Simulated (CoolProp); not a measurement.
A simple Rankine cycle with ethanol: condensing at 299.15 K, boiler at 3.77 MPa, turbine inlet 500.6 K, turbine efficiency 0.7, pump efficiency 0.8, no recuperator. Each further row changes one setting.

Values from CoolProp's reference Helmholtz-energy equation of state, Schroeder 2014.

| case | thermal efficiency (%) | net work (kJ/kg) | heat in (kJ/kg) | turbine exit temperature (K) | volume ratio over the turbine |
|---|---|---|---|---|---|
| as stated | 21.2 | 244 | 1150 | 299.2 | 361 |
| turbine inlet 520.6 K | 21.7 | 263 | 1220 | 321.3 | 350 |
| condensing temperature 291.15 K | 22.2 | 259 | 1170 | 291.1 | 563 |
| boiler pressure 2.64 MPa | 20.7 | 248 | 1200 | 318.4 | 241 |
| turbine efficiency 0.6 | 18.1 | 208 | 1150 | 312.9 | 385 |

The expansion ends wet for: as stated; condensing temperature 291.15 K.
